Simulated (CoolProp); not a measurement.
The fluid at 341.56 K and 4.18 MPa flows at 6 m/s in a round tube of 12.7 mm bore and 1.5 µm roughness, fully developed (64/Re and Nu = 3.66 if laminar; Colebrook and Gnielinski if turbulent). The same conditions are run with several fluids, on thermodynamics alone (safety and materials aside).

The numbers come from the reference Helmholtz-energy equation of state of each fluid (sulfur hexafluoride: Guder 2009; CF4 (R14): Platzer 1990; R125: Lemmon 2005; nitrogen: Span 2000; normal hydrogen: Leachman 2009) in CoolProp. The equations of Platzer and Polt are older, rougher fits.

### Question
Rank sulfur hexafluoride, CF4 (R14), R125, nitrogen, normal hydrogen by Reynolds number, highest first.

### Answer
sulfur hexafluoride (1150000), R125 (1040000), CF4 (R14) (496000), nitrogen (154000), normal hydrogen (22600)

```tsv
fluid	Darcy friction factor	pressure drop (Pa/m)	heat-transfer coefficient (W/(m² K))	mass flow (kg/h)
sulfur hexafluoride	0.0135	6750	4070	962
CF4 (R14)	0.0146	2930	1360	387
R125	0.0137	15800	13900	2240
nitrogen	0.0173	1000	647	112
normal hydrogen	0.0254	104	917	7.94
```

Transport values come from each fluid's own correlations; those of CF4 (R14) are estimates that may be off by 10 % or more.
